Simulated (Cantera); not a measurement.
Mixture: 16.7 % CH4, 3.51 % H2, 16.7 % O2, 63.0 % N2, equivalence ratio 2.1, at 3.10 bar, adiabatic and at constant volume. Ignition delay is the time to a rise of 400 K.

Computed with Cantera and GRI-Mech 3.0 (53 species, 325 reactions).

Question: Predict: delay at 1250 K; delay at 1350 K; delay at 1450 K; delay at 1550 K; delay at 1650 K; apparent activation energy between 1550 and 1650 K.

Answer: 
```
Property                                                 Value
--------------------------------------------------  ----------
delay at 1250 K                                        2.42 ms
delay at 1350 K                                       0.999 ms
delay at 1450 K                                       0.416 ms
delay at 1550 K                                       0.181 ms
delay at 1650 K                                        84.0 µs
apparent activation energy between 1550 and 1650 K  160 kJ/mol
```
